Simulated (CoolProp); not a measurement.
A single-stage vapour-compression cycle with n-pentane: evaporating at 311.15 K (dew point), condensing at 351.15 K (bubble point), superheat 2 K, subcooling 5 K, compressor efficiency 0.65, no pressure losses. Each further row changes one setting.

The numbers come from the reference Helmholtz-energy equation of state, Thol 2019 in CoolProp.

```
case                              cooling COP  pressure ratio  discharge temperature (K)  refrigerating effect (kJ/kg)  volumetric capacity (kJ/m³)
--------------------------------  -----------  --------------  -------------------------  ----------------------------  ---------------------------
as stated                                4.37            3.23                      352.4                           273                          858
evaporating temperature 316.15 K         5.20            2.74                      352.2                           281                         1030
condensing temperature 346.15 K          5.14            2.84                      348.0                           286                          898
subcooling 10 K                          4.57            3.23                      352.4                           286                          898
superheat 12 K                           4.45            3.23                      362.6                           291                          881
compressor efficiency 0.55               3.70            3.23                      358.0                           273                          858
```
